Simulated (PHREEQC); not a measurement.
Solution (25 °C): 0.68 mol CaCl2, 0.046 mol BaCl2 and 1 mol LiCl per kg of water. Closed to the air; pH follows from the charge balance.

Equilibrium calculation in PHREEQC: Pitzer model, pitzer.dat.

Q: The ionic strength comes out as 3.18 mol/kgw. What activity coefficients do Cl-, Ca+2, Ba+2, Li+ get?

A: Cl- 0.57, Ca+2 0.56, Ba+2 0.47, Li+ 1.5. Single-ion values are on the MacInnes scale.

Precipitation was switched off in this run. Species that the database lacks are ignored.
